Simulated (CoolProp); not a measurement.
Vapour-liquid equilibrium of methanol (1) + ethanol (2) at 67.85 °C; x and y are mole fractions of (1).

Model: multi-fluid Helmholtz-energy mixture model, de Reuck 1993 and Schroeder 2014; pair parameters Bell 2016, in CoolProp.

```
x      bubble pressure (bar)  y at the bubble point  dew pressure at overall composition x (bar)  liquid density (mol/L)
-----  ---------------------  ---------------------  -------------------------------------------  ----------------------
0.05                  0.6836                  0.085                                       0.6728                   16.47
0.125                 0.7209                  0.198                                       0.6965                   16.88
0.2                   0.7568                  0.299                                       0.7215                   17.30
0.275                 0.7919                  0.391                                       0.7480                   17.75
0.35                  0.8268                  0.475                                       0.7760                   18.21
0.425                 0.8618                  0.553                                       0.8059                   18.70
0.5                   0.8972                  0.626                                       0.8378                   19.20
0.575                 0.9333                  0.694                                       0.8722                   19.73
0.65                  0.9702                  0.759                                       0.9095                   20.29
0.725                  1.008                  0.818                                       0.9505                   20.87
0.8                    1.047                  0.874                                       0.9961                   21.48
0.875                  1.087                  0.925                                        1.048                   22.11
0.95                   1.128                  0.971                                        1.108                   22.78
```

No azeotrope shows between x = 0.05 and 0.95.

Pair parameters are fitted to limited data, so mixtures are less certain than the pure fluids.
